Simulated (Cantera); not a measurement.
Charge: 1 mol SiH4, 19 mol CO2, 0.13 mol H2, held at 0.380 bar.

Cantera equilibrium calculation (NASA polynomials, part measured and part estimated; ideal gas, pure solids and liquids). Candidate condensed phases: C, C6H6, C7H8, C8H18, H2O, Si, SiC, SiO2; 123 gas species. The tables hold silica as quartz up to 1696 K and as liquid above; real silica turns to tridymite and cristobalite and melts near 1996 K. Gases not in the tables: Si(OH)4. Rates play no part.

x: gas mole fraction; n: condensed amount in mol.

```csv
T (K),x CO2,x CO,x H2O,x H2,x OH,n SiO2(β-quartz),n SiO2(condensed)
1600,0.712,0.187,0.0927,0.00812,…,1.00,0
1650,0.711,0.188,0.0931,0.00765,…,1.00,0
1700,0.711,0.188,0.0935,0.00725,…,0,1.000
1750,0.711,0.189,0.0939,0.00688,…,0,1.000
1800,0.710,0.189,0.0942,0.00656,…,0,1.000
1850,0.710,0.189,0.0945,0.00627,…,0,1.000
1900,0.710,0.189,0.0947,0.00600,…,0,1.000
```

Problem. Some entries are withheld; supply them.

Solution. 
- 1600, x OH: 3.55e-6
- 1650, x OH: 7.09e-6
- 1700, x OH: 1.36e-5
- 1750, x OH: 2.50e-5
- 1800, x OH: 4.46e-5
- 1850, x OH: 7.70e-5
- 1900, x OH: 0.000129
